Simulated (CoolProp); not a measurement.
Vapour-liquid equilibrium of 1-butene (1) + n-butane (2) at 0.00281 MPa; x and y are mole fractions of (1).

Values from CoolProp's multi-fluid Helmholtz-energy mixture model, Lemmon 2005 and Bücker 2006; pair parameters Bell 2016.

Task: Give the bubble temperature and the first vapour's composition at x = 0.425, 0.5, 0.725. Is there an azeotrope?

Result: x = 0.425: -70.3 °C, y = 0.507; x = 0.5: -70.7 °C, y = 0.580; x = 0.725: -71.5 °C, y = 0.778. No azeotrope shows between x = 0.05 and 0.95.

The pair parameters rest on a limited set of measurements; away from them the model extrapolates.
